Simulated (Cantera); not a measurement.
A closed system holds: 1 mol BN, a varied amount of O2, at 11.0 Pa.

Cantera equilibrium calculation (NASA polynomials, part measured and part estimated; ideal gas, pure solids and liquids). Candidate condensed phases: B, BN, B2O3; 17 gas species. Mutual solubility and eutectic melting of coexisting phases are not modelled. Equilibrium is a limit: real reactors are often held back by kinetics, nucleation or transport.

### Question
What condenses at these points (T in K, n(O2) in mol): (850, 9.8); (850, 0.7); (2050, 7.6); (1450, 4.1); (1150, 3); (2050, 6.4)?

### Answer
```
T (K)  n(O2) in mol  condensed phases  B condensed (%)
-----  ------------  ----------------  ---------------
850             9.8              B2O3            100.0
850             0.7         BN + B2O3            100.0
2050            7.6          gas only              0.0
1450            4.1              B2O3             41.7
1150              3              B2O3            100.0
2050            6.4          gas only              0.0
```
